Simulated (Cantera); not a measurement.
## Equilibrium for iron carbonyl, mercury and lead vapours: PbO + H2

Feed: 1 mol PbO, 0.038 mol H2, at 45000 Pa.

Method: chemical equilibrium by Gibbs-energy minimisation in Cantera with the NASA 1993 tables (ideal gas, pure condensed phases). Candidate condensed phases: H2O, Pb, PbO, PbO2, Pb3O4; 12 gas species. Equilibrium is a limit: real reactors are often held back by kinetics, nucleation or transport.

```csv
T (K),x H2O,x H2,x Pb,x PbO,n Pb(l),n PbO(red),n PbO(yellow)
650,1.000,2.64e-5,2.08e-10,<1e-12,0.0380,0.962,0
675,1.000,3.11e-5,7.52e-10,<1e-12,0.0380,0.962,0
700,1.000,3.64e-5,2.48e-9,<1e-12,0.0380,0.962,0
725,1.000,4.22e-5,7.50e-9,1.96e-12,0.0380,0.962,0
750,1.000,4.85e-5,2.11e-8,9.31e-12,0.0380,0.962,0
775,1.000,5.55e-5,5.53e-8,3.99e-11,0.0380,0,0.962
800,1.000,6.31e-5,1.37e-7,1.56e-10,0.0380,0,0.962
825,1.000,7.13e-5,3.19e-7,5.58e-10,0.0380,0,0.962
850,1.000,8.02e-5,7.07e-7,1.85e-9,0.0380,0,0.962
875,1.000,8.97e-5,1.50e-6,5.72e-9,0.0380,0,0.962
900,1.000,9.98e-5,3.04e-6,1.66e-8,0.0380,0,0.962
925,1.000,0.000111,5.94e-6,4.53e-8,0.0380,0,0.962
950,1.000,0.000122,1.12e-5,1.17e-7,0.0380,0,0.962
975,1.000,0.000134,2.04e-5,2.88e-7,0.0380,0,0.962
```
x: gas mole fraction; n: condensed amount in mol.

From 650 K to 750 K the condensed part is Pb(l) + PbO(red). From 775 K to 975 K the condensed part is Pb(l) + PbO(yellow).
